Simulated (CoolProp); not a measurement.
Computed with CoolProp (reference Helmholtz-energy equation of state, Gao 2016).

Question: For sulfur dioxide, give the phase and the cp (kJ/(kg K)), speed of sound (m/s) at 446.6 K and 0.0151 MPa; 238.6 K and 6.94 MPa; 306.1 K and 0.173 MPa.

Answer: 
- 446.6 K and 0.0151 MPa: gas; cp 0.703, speed of sound 267
- 238.6 K and 6.94 MPa: liquid; cp 1.35, speed of sound 1160
- 306.1 K and 0.173 MPa: gas; cp 0.669, speed of sound 220
